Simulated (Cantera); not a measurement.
Input: 1 mol Si, 16 mol HCl, 2.7 mol F2, held at 1050 °C and 13.3 mbar.

Cantera equilibrium calculation (NASA polynomials, part measured and part estimated; ideal gas, pure solids and liquids). Candidate condensed phases: Si; 37 gas species. Rates play no part.

Base state: HCl 0.816, HF 0.0782, SiF4 0.0559, Cl2 0.0281, Cl 0.0221 (mole fractions); condensed: gas only.

What changes in the equilibrium state with this change: pressure from 13.3 mbar to 47.0 Pa?


| species | before | after |
|---|---|---|
| HCl | 0.816 | 0.800 |
| HF | 0.0782 | 0.0767 |
| Cl | 0.0221 | 0.0613 |
| Cl2 | 0.0281 | 0.00766 |
| SiF4 | 0.0559 | 0.0548 |

What changes in the equilibrium state with this change: pressure from 13.3 mbar to 5.40 mbar?


| species | before | after |
|---|---|---|
| HCl | 0.816 | 0.812 |
| HF | 0.0782 | 0.0779 |
| SiF4 | 0.0559 | 0.0556 |
| Cl | 0.0221 | 0.0315 |
| Cl2 | 0.0281 | 0.0232 |
